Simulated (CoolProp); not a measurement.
Properties of ammonia along the isotherm 372 K (Tc = 405.6 K, pc = 11.36 MPa, ω = 0.256).

Computed with CoolProp (reference Helmholtz-energy equation of state, Gao 2020).

```csv
p (MPa),phase,Z,cv (kJ/(kg K))
0.0539,gas,0.9976,1.735
0.0791,gas,0.9965,1.738
0.116,gas,0.9948,1.742
0.17,gas,0.9924,1.748
0.25,gas,0.9888,1.757
0.367,gas,0.9834,1.770
0.539,gas,0.9755,1.789
0.791,gas,0.9638,1.819
1.16,gas,0.9462,1.864
1.7,gas,0.9195,1.935
2.5,gas,0.8777,2.055
3.67,gas,0.8101,2.267
5.39,gas,0.6872,2.721
7.91,liquid,0.09309,2.773
11.6,liquid,0.1328,2.744
17,liquid,0.1889,2.722
```
